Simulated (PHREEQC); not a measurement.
0.031 g of hydrous ferric oxide (600 m²/g; 0.2 weak and 0.005 strong sites per Fe, Dzombak-Morel constants, diffuse double layer) in 1 kg of water with 0.005 mol/kgw of an inert sodium salt and 0.067 mmol/kgw NaH2PO4, at 25 °C; the pH is set by adding NaOH or the inert anion's acid. Oxygen alone is held at its pressure in air (log pO2 = -0.68). No CO2 enters from the air. No solid was allowed to form.

The series has 17 steps of pH, from 4 to 10.

The numbers come from PHREEQC with the ion-association model, wateq4f.dat.

### Question
Near which pH is half of the P sorbed, and on which side is more sorbed?

### Answer
Near pH 7.1, with more sorbed at lower pH.

### Question
At which pH does the surface charge pass through zero?

### Answer
Near pH 6.1.

H3PO4, which wateq4f.dat lacks, is added to it with the constant of phreeqc.dat.
